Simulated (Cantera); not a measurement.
Standard-state values (1 bar) from the NASA 1993 polynomials, evaluated with Cantera. Values are per mole of reaction as written; species without (g) are pure solids or liquids, kept so even where they would boil at 1 bar.

Ca + 2 HCl(g) ⇌ CaCl₂ + H₂(g), with ΔH° = -611.2 kJ and ΔS° = -180.9 J/K at 300 K.

Q: How far is the shortcut ΔG° ≈ ΔH°(300 K) − T·ΔS°(300 K) from the full temperature-dependent value at 1400, 1550, 1700, 1850, 2000, 2150, 2300 K?

A: 
```
T (K)  shortcut (kJ)  full (kJ)  difference (kJ)  difference in log10 K  condensed phases
-----  -------------  ---------  ---------------  ---------------------  ----------------
1400          -357.9     -385.1             27.2                  -1.01   Ca(l), CaCl₂(l)
1550          -330.7     -365.8             35.1                  -1.18   Ca(l), CaCl₂(l)
1700          -303.6     -347.0             43.4                  -1.33   Ca(l), CaCl₂(l)
1850          -276.5     -328.5             52.0                  -1.47   Ca(l), CaCl₂(l)
2000          -249.3     -310.3             61.0                  -1.59   Ca(l), CaCl₂(l)
2150          -222.2     -292.5             70.3                  -1.71   Ca(l), CaCl₂(l)
2300          -195.0     -275.0             79.9                  -1.82   Ca(l), CaCl₂(l)
```
The shortcut ignores heat capacities and the phase changes listed.
